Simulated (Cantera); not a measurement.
# Premixed flame

A freely propagating, adiabatic, planar premixed flame of H₂ : O₂ : N₂ = 1 : 0.549 : 2.07 (molar parts), equivalence ratio 0.91, unburnt at 450 K and 3.60 bar; mixture-averaged transport, grid criteria slope 0.08 and curve 0.16, no radiation.

Cantera simulation using the H2/O2 subset of GRI-Mech 3.0, which has no nitrogen chemistry; the numbers are that mechanism's predictions, not measurements. The hydrogen kinetics of GRI-Mech 3.0 are dated; newer H2 mechanisms differ, most at raised pressure. Burning velocities carry a grid error of a few per cent, more on coarse grids.

| z (mm) | T (K) | u (m/s) | x H₂ | x O₂ | x H₂O₂ | x H | x HO₂ | x O |
|---|---|---|---|---|---|---|---|---|
| -0.239 | 450 | 3.64 | 0.276 | 0.152 | <1e-8 | <1e-8 | <1e-8 | <1e-8 |
| -0.159 | 450 | 3.64 | 0.276 | 0.152 | <1e-8 | <1e-8 | <1e-8 | <1e-8 |
| -0.119 | 450 | 3.64 | 0.276 | 0.152 | <1e-8 | <1e-8 | 4.74e-8 | <1e-8 |
| -0.0795 | 451 | 3.63 | 0.274 | 0.152 | 9.09e-8 | <1e-8 | 1.13e-6 | 4.05e-8 |
| -0.0398 | 499 | 3.92 | 0.253 | 0.155 | 2.37e-5 | 7.57e-6 | 0.000295 | 4.70e-6 |
| -0.0199 | 804 | 6.07 | 0.204 | 0.149 | 0.000104 | 0.00175 | 0.000754 | 0.000240 |
| 0 | 1275 | 9.37 | 0.129 | 0.114 | 3.27e-5 | 0.0125 | 0.000329 | 0.00276 |
| 0.0199 | 1608 | 11.7 | 0.0671 | 0.0682 | 5.84e-6 | 0.0229 | 0.000158 | 0.00671 |
| 0.0398 | 1792 | 13.0 | 0.0405 | 0.0443 | 3.26e-6 | 0.0237 | 8.65e-5 | 0.00821 |
| 0.0795 | 1975 | 14.2 | 0.0284 | 0.0320 | 1.83e-6 | 0.0174 | 4.64e-5 | 0.00733 |
| 0.159 | 2136 | 15.2 | 0.0223 | 0.0269 | 1.13e-6 | 0.00985 | 2.61e-5 | 0.00492 |
| 0.318 | 2261 | 16.0 | 0.0157 | 0.0233 | 7.90e-7 | 0.00481 | 1.41e-5 | 0.00287 |
| 0.636 | 2345 | 16.5 | 0.00999 | 0.0208 | 5.95e-7 | 0.00213 | 7.99e-6 | 0.00159 |
x: mole fraction of selected species; z is measured from the peak of heat release.

| Item | Result |
|---|---|
| laminar burning velocity | 364 cm/s |
| thermal thickness | 0.0795 mm |
| peak x(H₂O₂) | 0.000104 |
| peak x(H) | 0.0243 |
| peak x(HO₂) | 0.000884 |
| peak x(O) | 0.00827 |
